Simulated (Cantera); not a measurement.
An adiabatic, constant-volume homogeneous reactor starts with CO : H2 : O2 : N2 = 1 : 0.031 : 0.245 : 0.923 (molar parts), equivalence ratio 2.1, at 1350 K and 0.850 bar.

Model: GRI-Mech 3.0 (53 species, 325 reactions), integrated in Cantera.

Problem. Predict: time of steepest temperature rise; temperature at 3.00 s; equilibrium temperature; x(CO) at 3.00 s; x(H2) at 3.00 s; x(O2) at 3.00 s; x(O) at 3.00 s; x(H) at 3.00 s.

Solution. 
| Quantity | Result |
|---|---|
| time of steepest temperature rise | 0.104 ms |
| temperature at 3.00 s | 2910 K |
| equilibrium temperature | 2910 K |
| x(CO) at 3.00 s | 0.308 (gas-phase equilibrium 0.308) |
| x(H2) at 3.00 s | 0.00195 (gas-phase equilibrium 0.00195) |
| x(O2) at 3.00 s | 0.0127 (gas-phase equilibrium 0.0127) |
| x(O) at 3.00 s | 0.00721 (gas-phase equilibrium 0.00721) |
| x(H) at 3.00 s | 0.00409 (gas-phase equilibrium 0.00409) |
